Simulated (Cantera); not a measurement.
Charge: 1 mol SiH2Cl2, a varied amount of CH4, 15 mol H2, held at 2323 K and 70.0 mbar.

Equilibrium computed with Cantera from the NASA thermochemical tables; the gas is ideal and each condensed phase is pure. Candidate condensed phases: C, C6H6, C7H8, C8H18, Si, SiC; 109 gas species. Mutual solubility and eutectic melting of coexisting phases are not modelled. Gases not in the tables: Si2H6 and higher silanes. Equilibrium is a limit: real reactors are often held back by kinetics, nucleation or transport.

Problem. Which condensed phases are stable at each of these points (n(CH4) (mol)): 0.039, 0.062, 0.098, 0.15, 0.24, 0.39, 0.61, 0.97, 1.5, 2.4?

Solution. 
```
n(CH4) (mol)      condensed phases  Si condensed (%)
------------  --------------------  ----------------
0.039               Si(l) + SiC(s)              32.4
0.062               Si(l) + SiC(s)              32.3
0.098               Si(l) + SiC(s)              32.2
0.15                Si(l) + SiC(s)              32.1
0.24                Si(l) + SiC(s)              31.8
0.39                        SiC(s)              35.9
0.61                        SiC(s)              58.0
0.97                        SiC(s)              84.3
1.5           C(graphite) + SiC(s)              86.6
2.4           C(graphite) + SiC(s)              86.4
```

From 0.039 mol CH4 to 0.24 mol CH4 the condensed part is Si(l) + SiC(s). From 0.39 mol CH4 to 0.97 mol CH4 the condensed part is SiC(s). From 1.5 mol CH4 to 2.4 mol CH4 the condensed part is C(graphite) + SiC(s).
